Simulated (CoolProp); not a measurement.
Aqueous potassium formate as a coolant, 40 % by mass, freezing at -35.0 °C, 1 atm.

Model: Melinder's fits for secondary coolants, in CoolProp.

```json
[
 {"T (°C)": "-26.5", "viscosity (mPa s)": "8.58", "cp (kJ/(kg K))": "2.794", "conductivity (W/(m K))": "0.463", "density (kg/m³)": "1279"},
 {"T (°C)": "-18.1", "viscosity (mPa s)": "5.93", "cp (kJ/(kg K))": "…", "conductivity (W/(m K))": "…", "density (kg/m³)": "1277"},
 {"T (°C)": "-9.7", "viscosity (mPa s)": "4.33", "cp (kJ/(kg K))": "2.825", "conductivity (W/(m K))": "0.482", "density (kg/m³)": "…"},
 {"T (°C)": "-1.3", "viscosity (mPa s)": "3.33", "cp (kJ/(kg K))": "2.840", "conductivity (W/(m K))": "0.492", "density (kg/m³)": "1271"},
 {"T (°C)": "7.1", "viscosity (mPa s)": "…", "cp (kJ/(kg K))": "2.855", "conductivity (W/(m K))": "0.502", "density (kg/m³)": "…"},
 {"T (°C)": "15.5", "viscosity (mPa s)": "…", "cp (kJ/(kg K))": "2.870", "conductivity (W/(m K))": "0.512", "density (kg/m³)": "1264"},
 {"T (°C)": "23.9", "viscosity (mPa s)": "1.86", "cp (kJ/(kg K))": "2.885", "conductivity (W/(m K))": "0.521", "density (kg/m³)": "…"},
 {"T (°C)": "32.3", "viscosity (mPa s)": "1.60", "cp (kJ/(kg K))": "2.901", "conductivity (W/(m K))": "0.531", "density (kg/m³)": "1256"}
]
```

Q: Fill in the missing entries.

A: 
- -18.1, cp (kJ/(kg K)): 2.810
- -18.1, conductivity (W/(m K)): 0.472
- -9.7, density (kg/m³): 1274
- 7.1, viscosity (mPa s): 2.66
- 7.1, density (kg/m³): 1267
- 15.5, viscosity (mPa s): 2.20
- 23.9, density (kg/m³): 1260
